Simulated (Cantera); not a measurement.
Cantera run, input and output.

```python
import numpy as np
import cantera as ct

gas = ct.Solution("gri30.yaml")


def delay(T, t_max=10):
    gas.TPX = T, 2300000, {'CO': 1, 'H2': 0.1, 'O2': 0.679, 'N2': 4.28, 'CO2': 0.84}
    reactor = ct.IdealGasConstPressureReactor(gas, clone=False)
    net = ct.ReactorNet([reactor])
    net.rtol, net.atol = 1e-8, 1e-16
    while net.time < t_max:
        t_old, T_old = net.time, reactor.T
        net.step()
        if reactor.T > T + 400:  # ignition: a rise of 400 K
            return t_old + (T + 400 - T_old) / (reactor.T - T_old) * (net.time - t_old)
    return np.nan


taus = []
for T in [850, 900, 950, 1000, 1050, 1100, 1150, 1200, 1250, 1300]:
    taus.append(delay(T))
    print(f"T0 = {T:6g} K   tau = {taus[-1]:.4e} s")
```

Output:

```
T0 =    850 K   tau = 4.1422e-01 s
T0 =    900 K   tau = 9.3132e-02 s
T0 =    950 K   tau = 2.4524e-02 s
T0 =   1000 K   tau = 7.4274e-03 s
T0 =   1050 K   tau = 2.5454e-03 s
T0 =   1100 K   tau = 9.7050e-04 s
T0 =   1150 K   tau = 4.0469e-04 s
T0 =   1200 K   tau = 1.8180e-04 s
T0 =   1250 K   tau = 8.7162e-05 s
T0 =   1300 K   tau = 4.4703e-05 s
```

Detailed kinetics in Cantera: GRI-Mech 3.0 (53 species, 325 reactions). The hydrogen kinetics of GRI-Mech 3.0 are dated; newer H2 mechanisms differ, most at raised pressure. The pressure lies above the range GRI-Mech 3.0 was tuned for (to about 10 atm). Below about 950 K walls govern HO2 and H2O2 in real vessels.
